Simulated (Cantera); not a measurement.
Charge: 1 mol Si2Cl6, 0.15 mol HCl, 270 mol N2, equilibrated at 1330 Pa.

Method: chemical equilibrium by Gibbs-energy minimisation in Cantera with the NASA 1993 tables (ideal gas, pure condensed phases). Candidate condensed phases: NH4Cl, Si, Si3N4; 28 gas species. The feed counts by its element totals alone. N2 is the only nitrogen source here; it is nearly inert below about 1500 K, so the nitride shown seldom forms there in practice. Equilibrium is a limit: real reactors are often held back by kinetics, nucleation or transport.

**Question.** Which condensed phases are stable at each of these points (T (K)): 1273, 1323, 1373, 1423, 1473, 1523, 1573, 1623, 1673, 1723?

**Answer.** 
| T (K) | condensed phases | Si condensed (%) |
|---|---|---|
| 1273 | Si3N4(s) | 17.9 |
| 1323 | Si3N4(s) | 9.7 |
| 1373 | gas only | 0.0 |
| 1423 | gas only | 0.0 |
| 1473 | gas only | 0.0 |
| 1523 | gas only | 0.0 |
| 1573 | gas only | 0.0 |
| 1623 | gas only | 0.0 |
| 1673 | gas only | 0.0 |
| 1723 | gas only | 0.0 |

From 1273 K to 1323 K the condensed part is Si3N4(s). From 1373 K to 1723 K nothing is condensed.
